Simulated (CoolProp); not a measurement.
Vapour-liquid equilibrium of dimethyl ether (1) + n-pentane (2) at 33.35 °C; x and y are mole fractions of (1).

Model: multi-fluid Helmholtz-energy mixture model, Wu 2011 and Thol 2019; pair parameters Bell 2016, in CoolProp.

Task: Give the bubble pressure and the first vapour's composition at x = 0.05, 0.55, 0.65. Is there an azeotrope?

Result: x = 0.05: 0.1135 MPa, y = 0.223; x = 0.55: 0.5021 MPa, y = 0.909; x = 0.65: 0.5618 MPa, y = 0.931. No azeotrope shows between x = 0.05 and 0.95.

Pair parameters are fitted to limited data, so mixtures are less certain than the pure fluids. The gap from Raoult's law changes sign with composition, which may be real or a fault of the pair parameters; it wasn't checked against measurements.
